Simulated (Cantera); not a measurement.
A closed system holds: 1 mol Si₂Cl₆, 0.12 mol HCl, a varied amount of H₂, equilibrated at 927 °C and 0.110 bar.

Cantera equilibrium calculation (NASA polynomials, part measured and part estimated; ideal gas, pure solids and liquids). Candidate condensed phases: Si; 19 gas species. The feed counts by its element totals alone. The tables' values for SiCl₃ are old estimates; treat these amounts as uncertain. Equilibrium is a limit: real reactors are often held back by kinetics, nucleation or transport.

x: gas mole fraction; n: condensed amount in mol.

```csv
n(H₂) (mol),x H₂,x HCl,x SiCl₄,x SiCl₂,x SiHCl₃,n Si(s)
50,0.932,0.0458,…,0.00531,0.00516,0.821
82,0.951,0.0373,…,0.00345,0.00274,1.02
110,0.960,0.0324,…,0.00257,0.00177,1.15
150,0.968,0.0273,…,0.00181,0.00105,1.30
180,0.972,0.0244,…,0.00144,0.000747,1.39
210,0.975,0.0220,…,0.00117,0.000549,1.46
240,0.978,0.0201,…,0.000971,0.000414,1.52
270,0.980,0.0184,…,0.000816,0.000319,1.57
310,0.982,0.0166,…,0.000659,0.000232,1.63
```

### Question
Fill in the missing entries.

### Answer

- 50, x SiCl₄: 0.00932
- 82, x SiCl₄: 0.00395
- 110, x SiCl₄: 0.00219
- 150, x SiCl₄: 0.00109
- 180, x SiCl₄: 0.000688
- 210, x SiCl₄: 0.000455
- 240, x SiCl₄: 0.000312
- 270, x SiCl₄: 0.000220
- 310, x SiCl₄: 0.000144
